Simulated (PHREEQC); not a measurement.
A solution holds 0.045 mol CaCl2 and 3.06e-05 mol Na3PO4 per kg of water, at 25 °C. Closed to the air; pH follows from the charge balance.

The numbers come from PHREEQC with the ion-association model, phreeqc.dat.

Precipitation was switched off in this run.

Q: Order these P species by the share of P that they hold, largest first: CaPO4-, HPO4-2, H2PO4-, CaHPO4.

A: CaPO4- (62 %), CaHPO4 (28 %), HPO4-2 (9.7 %), H2PO4- (0.10 %)

The pH is 8.84 and the ionic strength 0.135 mol/kgw. Saturation is exceeded, for instance for Hydroxyapatite; the values hold only as long as no solid forms. Species that the database lacks are ignored.
